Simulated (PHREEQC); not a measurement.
A solution holds 0.22 mol/kgw KOH and 0.0015 mol/kgw K3PO4, at 25 °C. Closed to the air; pH follows from the charge balance.

The numbers come from PHREEQC with the ion-association model, phreeqc.dat.

The pH is 13.18, the ionic strength is 0.229 mol/kgw and the activity of water is 0.992. The specific conductance comes out as 46900 µS/cm. The density comes out as 1.008 g/cm³ and the total alkalinity comes out as 223 meq/kg.

```tsv
species	molality	activity	log γ
K+	0.225	0.158	-0.154
OH-	0.220	0.153	-0.157
PO4-3	0.00146	6.56e-5	-1.348
HPO4-2	3.36e-5	9.54e-6	-0.547
KHPO4-	3.97e-6	2.93e-6	-0.132
```

No solid was allowed to form. Complexes and solids missing from the database can't appear.
